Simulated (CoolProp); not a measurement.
n-undecane at 601.04 K and 3.17 MPa is throttled through a valve to 1.83 MPa with no heat exchange. Each further row changes one setting.

Computed with CoolProp (reference Helmholtz-energy equation of state, Aleksandrov 2011). It is a short technical equation, of lower accuracy than the large ones.

```tsv
case	temperature change (K)	final phase	final density (kg/m³)
as stated	___	liquid	___
outlet pressure 0.549 MPa	___	___	___
outlet pressure 2.38 MPa	___	liquid	___
```

Complete the blanks.


- as stated, temperature change (K): -1.0
- as stated, final density (kg/m³): 450
- outlet pressure 0.549 MPa, temperature change (K): -48.6
- outlet pressure 0.549 MPa, final phase: two-phase, vapour fraction 0.793
- outlet pressure 0.549 MPa, final density (kg/m³): 30.0
- outlet pressure 2.38 MPa, temperature change (K): -0.5
- outlet pressure 2.38 MPa, final density (kg/m³): 457
